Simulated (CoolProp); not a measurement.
Model: reference Helmholtz-energy equation of state, Lemmon 2006, in CoolProp. It is a short technical equation, of lower accuracy than the large ones.

### Question
For acetone, give the phase and the cp (kJ/(kg K)) at 242.45 °C and 261 kPa; 242.45 °C and 1820 kPa.

### Answer
- 242.45 °C and 261 kPa: gas; cp 1.93
- 242.45 °C and 1820 kPa: gas; cp 2.19
